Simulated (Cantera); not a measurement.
A closed system holds: 1 mol borazine, 0.56 mol N2, held at 1425 °C and 0.330 bar.

Cantera equilibrium calculation (NASA polynomials, part measured and part estimated; ideal gas, pure solids and liquids). Candidate condensed phases: B, BN; 15 gas species. The feed counts by its element totals alone. Rates play no part.

What is the equilibrium state?


```
Quantity                             Value
-------------------------------  ---------
x(H2)                                0.842
x(N2)                                0.157
x(H)                              0.000231
x(NH3)                             3.70e-6
n(BN(s))                          3.00 mol
gas amount                       3.560 mol
log10 activity of B(s) (absent)      -2.48
```
